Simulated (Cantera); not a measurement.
Input: 1 mol MgO, 15 mol HBr, 23 mol N2, at 975 °C and 0.00490 bar.

Equilibrium computed with Cantera from the NASA thermochemical tables; the gas is ideal and each condensed phase is pure. Candidate condensed phases: Br2, H2O, Mg, MgBr2, MgO, Mg(OH)2; 36 gas species. Equilibrium is a limit: real reactors are often held back by kinetics, nucleation or transport.

Base state: N2 0.602, HBr 0.334, H2O 0.0244, MgBr2 0.0244, Br 0.00987, H2 0.00507, Br2 0.000132 (mole fractions); condensed: MgO(s).

What changes in the equilibrium state with this change: 0.24 mol H2 added?


| species | before | after |
|---|---|---|
| N2 | 0.602 | 0.599 |
| HBr | 0.334 | 0.335 |
| H2O | 0.0244 | 0.0244 |
| H2 | 0.00507 | 0.00987 |
| Br | 0.00987 | 0.00709 |
| MgBr2 | 0.0244 | 0.0244 |
| Br2 | 0.000132 | 6.82e-5 |
| MgO(s), mol | 0.0700 | 0.0630 |

What changes in the equilibrium state with this change: temperature from 975 °C to 1400 °C?


| species | before | after |
|---|---|---|
| N2 | 0.602 | 0.576 |
| HBr | 0.334 | 0.230 |
| Br | 0.00987 | 0.0957 |
| H2 | 0.00507 | 0.0477 |
| H2O | 0.0244 | 0.0250 |
| MgBr2 | 0.0244 | 0.0250 |
| MgBr | 8.48e-8 | 9.00e-5 |
| H | 4.75e-7 | 0.000356 |
| MgO(s), mol | 0.0700 | 0 |

What changes in the equilibrium state with this change: HBr from 15 to 1.1 mol?


| species | before | after |
|---|---|---|
| N2 | 0.602 | 0.953 |
| HBr | 0.334 | 0.0377 |
| H2O | 0.0244 | 0.00275 |
| MgBr2 | 0.0244 | 0.00275 |
| Br2 | 0.000132 | 7.32e-6 |
| H2 | 0.00507 | 0.00117 |
| Br | 0.00987 | 0.00232 |
| MgO(s), mol | 0.0700 | 0.934 |
